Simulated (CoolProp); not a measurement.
Vapour-liquid equilibrium of R152A (1) + n-pentane (2) at 43.25 °C; x and y are mole fractions of (1).

Computed with CoolProp (multi-fluid Helmholtz-energy mixture model, Outcalt 1996 and Thol 2019; pair parameters Bell 2016).

```
x      bubble pressure (MPa)  y at the bubble point  dew pressure at overall composition x (MPa)  liquid density (mol/L)
-----  ---------------------  ---------------------  -------------------------------------------  ----------------------
0.05                  0.2546                  0.495                                       0.1355                   8.486
0.125                 0.4055                  0.689                                       0.1472                   8.695
0.2                   0.5186                  0.762                                       0.1611                   8.914
0.275                 0.6026                  0.801                                       0.1778                   9.144
0.35                  0.6654                  0.825                                       0.1983                   9.388
0.425                 0.7140                  0.843                                       0.2239                   9.649
0.5                   0.7536                  0.857                                       0.2569                   9.931
0.575                 0.7885                  0.870                                       0.3012                   10.24
0.65                  0.8217                  0.883                                       0.3631                   10.58
0.725                 0.8552                  0.898                                       0.4552                   10.96
0.8                   0.8903                  0.917                                       0.6005                   11.39
0.875                 0.9273                  0.941                                       0.8020                   11.88
0.95                  0.9656                  0.972                                       0.9397                   12.45
```

No azeotrope shows between x = 0.05 and 0.95.

Pair parameters are fitted to limited data, so mixtures are less certain than the pure fluids. With so large a gap from Raoult's law the liquid may split in two, which this calculation doesn't test in full.
